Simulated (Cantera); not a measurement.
Input: 1 mol SiC, 2.4 mol N2O, 11 mol H2, at 4200 Pa.

These are equilibrium values from Cantera (NASA tables, ideal gas, pure condensed phases), not measurements of a reactor. Candidate condensed phases: C, C6H6, C7H8, C8H18, H2O, Si, SiC, SiO2, Si2N2O, Si3N4; 151 gas species. Mutual solubility and eutectic melting of coexisting phases are not modelled. The tables hold silica as quartz up to 1696 K and as liquid above; real silica turns to tridymite and cristobalite and melts near 1996 K. Kinetics and transport are ignored.

x: gas mole fraction; n: condensed amount in mol.

```csv
T (K),x H2,x N2,x CO,x SiO,x H,n C(graphite),n SiO2(β-quartz),n Si2N2O(s),n SiO2(condensed)
1200,0.780,0.160,0.0595,1.14e-8,8.50e-7,0.156,0.708,0.146,0
1250,0.774,0.155,0.0703,8.79e-8,2.08e-6,0,0.601,0.199,0
1300,0.775,0.155,0.0703,5.71e-7,4.75e-6,0,0.600,0.200,0
1350,0.775,0.155,0.0704,3.22e-6,1.02e-5,0,0.600,0.200,0
1400,0.775,0.155,0.0704,[?],[?],0,0.599,0.200,0
1450,0.774,0.155,0.0704,7.09e-5,4.06e-5,0,0.599,0.200,0
1500,0.774,0.155,0.0704,[?],[?],0,0.598,0.199,0
1550,0.773,0.155,0.0703,0.00104,0.000135,0,0.594,0.196,0
1600,0.771,0.155,0.0701,0.00348,0.000233,0,0.582,0.184,0
1650,0.763,0.156,0.0694,0.0108,0.000387,0,0.547,0.149,0
1700,0.742,0.159,0.0675,0.0313,0.000619,0,0,0.0460,0.444
```

Question: What belongs in the gaps?

Answer: 
- 1500, x SiO: 0.000284
- 1500, x H: 7.56e-5
- 1400, x SiO: 1.60e-5
- 1400, x H: 2.09e-5
